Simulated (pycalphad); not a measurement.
Cu-Y solution, phase LIQUID, at 1950 K; mixing quantities and activities refer to the pure elements in the same phase at that temperature, stable or not.

Computed with pycalphad from the COST 507 light-alloy database (1999), at 1 atm. The database dates from 1999; later assessments differ in places, in temperatures and in the compounds included.

The enthalpy of mixing at x = 0.5 is -22.24 kJ/mol.

Problem. Take a regular solution with Ω = 4 ΔH(0.5). How do its activities of Y, and those of an ideal solution, compare with the assessed ones?

Solution. Ω = -89.0 kJ/mol, a = x exp[Ω(1 − x)²/RT].

```
x(Y)  ideal   regular  assessed  assessed / regular
----  -----  --------  --------  ------------------
0.02   0.02  0.000103  0.000386                 3.7
0.05   0.05  0.000354   0.00136                 3.8
0.1     0.1   0.00117   0.00467                 4.0
0.2     0.2   0.00597    0.0245                 4.1
0.3     0.3    0.0204    0.0805                 3.9
0.4     0.4    0.0555     0.196                 3.5
0.5     0.5     0.127     0.371                 2.9
0.6     0.6     0.249     0.572                 2.3
0.7     0.7     0.427     0.745                 1.7
0.8     0.8     0.642     0.859                 1.3
0.9     0.9     0.852     0.927                 1.1
0.95   0.95     0.937     0.959                 1.0
0.98   0.98     0.978     0.982                 1.0
```
The regular model is symmetric and has no excess entropy; the assessment has an excess entropy of -5.4 J/(mol K) at x = 0.5, and ΔH = -16.99 at x = 0.2 against -10.54 kJ/mol at 0.8.
